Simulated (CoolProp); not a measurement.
The numbers come from the reference Helmholtz-energy equation of state, Lemmon 2016 in CoolProp.

For R365MFC, give the phase and the speed of sound (m/s) at 500 K and 2.09 bar; 500 K and 3.53 bar.


- 500 K and 2.09 bar: gas; speed of sound 168
- 500 K and 3.53 bar: gas; speed of sound 167
